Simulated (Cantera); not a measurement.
An isothermal plug-flow reactor at 1300 K and 0.987 atm (inlet), inlet velocity 0.47 m/s, active area per volume 320 1/m; feed CH4 : O2 : N2 : H2O = 0.012 : 0.012 : 0.79 : 0.032 (molar parts).

Computed with Cantera and Deutschmann's 1995 Pt surface mechanism with GRI-Mech 3.0 gas chemistry. Catalytic surfaces can have several steady states; this one follows from the mechanism file's or the stated starting coverage. Mass transfer to the wall is taken as infinitely fast.

x: gas mole fraction; θ: surface coverage.

| z (m) | x CH4 | x O2 | x H2O | x CO2 | x CO | θ free Pt | θ H* | θ O* | θ OH* | θ CO* | θ C* |
|---|---|---|---|---|---|---|---|---|---|---|---|
| 0.00016 | 0.0116 | 0.00916 | 0.0429 | 0.00245 | 6.74e-5 | 0.818 | 3.25e-5 | 0.181 | 0.00161 | 7.40e-5 | 1.51e-6 |
| 0.00028 | 0.00919 | 0.00492 | 0.0475 | 0.00393 | 0.000948 | 0.996 | 0.000465 | 0.00188 | 0.000196 | 0.00161 | 0.000182 |
| 0.00051 | [?] | [?] | 0.0507 | 0.00426 | [?] | 0.989 | [?] | [?] | [?] | [?] | [?] |
| 0.0009 | 0.00238 | 0.000122 | 0.0493 | 0.00449 | 0.00709 | 0.984 | 0.00298 | 4.01e-5 | 2.75e-5 | 0.0111 | 0.00214 |
| 0.0016 | 0.000536 | 2.04e-6 | 0.0472 | 0.00480 | 0.00858 | 0.982 | 0.00357 | 2.70e-5 | 2.21e-5 | 0.0133 | 0.000716 |
| 0.0028 | [?] | [?] | 0.0461 | [?] | 0.00858 | 0.983 | 0.00375 | 2.40e-5 | 2.07e-5 | 0.0134 | [?] |
| 0.0051 | 1.28e-6 | 4.68e-12 | 0.0453 | 0.00609 | 0.00782 | 0.984 | 0.00385 | 2.25e-5 | 1.98e-5 | 0.0122 | 4.00e-6 |
| 0.009 | 8.53e-7 | 3.98e-12 | 0.0441 | 0.00722 | 0.00669 | 0.986 | 0.00396 | 2.08e-5 | 1.89e-5 | 0.0105 | 3.29e-6 |
| 0.016 | 6.84e-7 | 3.22e-12 | 0.0426 | 0.00874 | 0.00518 | 0.988 | 0.00411 | 1.88e-5 | 1.76e-5 | 0.00814 | 2.88e-6 |

Task: What belongs in the gaps?

Result: 
- 0.00051, x CH4: 0.00553
- 0.00051, x O2: 0.00123
- 0.00051, x CO: 0.00423
- 0.00051, θ H*: 0.00189
- 0.00051, θ O*: 0.000107
- 0.00051, θ OH*: 4.60e-5
- 0.00051, θ CO*: 0.00674
- 0.00051, θ C*: 0.00189
- 0.0028, x CH4: 4.29e-5
- 0.0028, x O2: 1.87e-9
- 0.0028, x CO2: 0.00528
- 0.0028, θ C*: 6.63e-5
